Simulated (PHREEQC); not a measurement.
Solution (20 °C): 4.2 mmol/kgw MgBr2. Closed to the air; pH follows from the charge balance.

Model: ion-association model, wateq4f.dat, run in PHREEQC.

```
Item                     Value
--------------  --------------
ionic strength  0.0126 mol/kgw
```

```tsv
species	molality	activity	log γ
Br-	0.00840	0.00750	-0.049
Mg+2	0.00420	0.00274	-0.186
H+	1.27e-7	1.15e-7	-0.043
OH-	6.63e-8	5.90e-8	-0.050
MgOH+	6.06e-8	5.45e-8	-0.046
```

This is a speciation only: nothing precipitates in the calculation.
